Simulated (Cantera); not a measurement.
Feed: 1 mol trisilylamine, 33 mol N₂, held at 1350 K and 750 Torr.

Equilibrium computed with Cantera from the NASA thermochemical tables; the gas is ideal and each condensed phase is pure. Candidate condensed phases: Si, Si₃N₄; 18 gas species. The feed counts by its element totals alone. Kinetics and transport are ignored.

Base state: N₂ 0.875, H₂ 0.125 (mole fractions); condensed: Si₃N₄(s).

What changes in the equilibrium state with this change: trisilylamine replaced by Si₂Cl₆?


```csv
species,before,after
N₂,0.875,0.956
SiCl₄,0,0.0426
SiCl₃,0,0.00149
H₂,0.125,0
SiCl₂,0,0.000260
"Si₃N₄(s), mol",1.00,0.161
```
N₂ is the only nitrogen source here; it is nearly inert below about 1500 K, so the nitride shown seldom forms there in practice. The tables' values for SiCl₃ are old estimates; treat these amounts as uncertain.
